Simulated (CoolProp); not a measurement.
Properties of isopentane along the isotherm 500 K.

The numbers come from the reference Helmholtz-energy equation of state, Lemmon 2006 in CoolProp. It is a short technical equation, of lower accuracy than the large ones.

| p (kPa) | phase | cp (kJ/(kg K)) | Prandtl number |
|---|---|---|---|
| 422 | gas | 2.568 | 0.717 |
| 845 | gas | 2.603 | 0.736 |
| 1270 | gas | 2.644 | 0.760 |
| 1690 | gas | 2.696 | 0.790 |
| 2110 | gas | 2.761 | 0.826 |
| 2530 | gas | 2.846 | 0.872 |
| 2960 | gas | 2.962 | 0.933 |
| 3380 | supercritical | 3.121 | 1.01 |
| 3800 | supercritical | 3.351 | 1.12 |
| 4220 | supercritical | 3.697 | 1.29 |
| 4650 | supercritical | 4.231 | 1.55 |
| 5070 | supercritical | 4.858 | 1.92 |

Viscosity comes from a separate model (Chung 1988), a generic estimate that can be far off for the liquid and wasn't checked against measurements. Thermal conductivity comes from a separate model (Vassiliou 2015).
